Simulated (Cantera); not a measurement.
Feed: 1 mol Al, 24 mol NH₃, 12 mol N₂, 0.97 mol N₂O, held at 2.70 mbar.

Cantera equilibrium calculation (NASA polynomials, part measured and part estimated; ideal gas, pure solids and liquids). Candidate condensed phases: Al, AlN, Al₂O₃, H₂O; 35 gas species. Mutual solubility and eutectic melting of coexisting phases are not modelled. The tables' values for AlOH are old estimates; treat these amounts as uncertain. Condensed phases not in the tables: aluminium oxynitride. The numbers say what is thermodynamically allowed, not how fast it happens.

log p: log10 of the partial pressure in bar; n: condensed amount in mol.

| T (K) | log p H₂ | log p N₂ | log p H | log p Al | log p Al₂O | n AlN(s) | n Al₂O₃(s) |
|---|---|---|---|---|---|---|---|
| 798 | -2.80 | -2.96 | -12.97 | <-14 | <-14 | 0.353 | 0.323 |
| 898 | -2.80 | -2.96 | -11.36 | <-14 | <-14 | 0.353 | 0.323 |
| 998 | -2.80 | -2.96 | -10.07 | <-14 | <-14 | 0.353 | 0.323 |
| 1098 | -2.80 | -2.96 | -9.00 | <-14 | <-14 | 0.353 | 0.323 |
| 1198 | -2.80 | -2.96 | -8.12 | -14.34 | <-14 | 0.353 | 0.323 |
| 1298 | -2.80 | -2.96 | -7.37 | -12.19 | <-14 | 0.353 | 0.323 |
| 1398 | -2.80 | -2.96 | -6.72 | -10.35 | ? | 0.353 | 0.323 |
| 1498 | -2.80 | -2.96 | -6.16 | -8.76 | ? | 0.353 | 0.323 |
| 1598 | -2.80 | -2.96 | -5.67 | -7.37 | ? | 0.352 | 0.323 |
| 1698 | -2.80 | -2.96 | -5.24 | -6.15 | ? | 0.333 | 0.322 |
| 1798 | -2.80 | -2.96 | -4.85 | -5.06 | -5.49 | 0.0550 | 0.299 |
| 1898 | -2.81 | -2.96 | -4.51 | -4.98 | -5.44 | 0 | 0.295 |
| 1998 | -2.81 | -2.96 | -4.20 | -4.96 | -5.47 | 0 | 0.294 |
| 2098 | -2.83 | -2.97 | -3.93 | -4.93 | -5.49 | 0 | 0.284 |

### Question
What belongs in the gaps?

### Answer

- 1398, log p Al₂O: -12.23
- 1498, log p Al₂O: -10.20
- 1598, log p Al₂O: -8.43
- 1698, log p Al₂O: -6.87
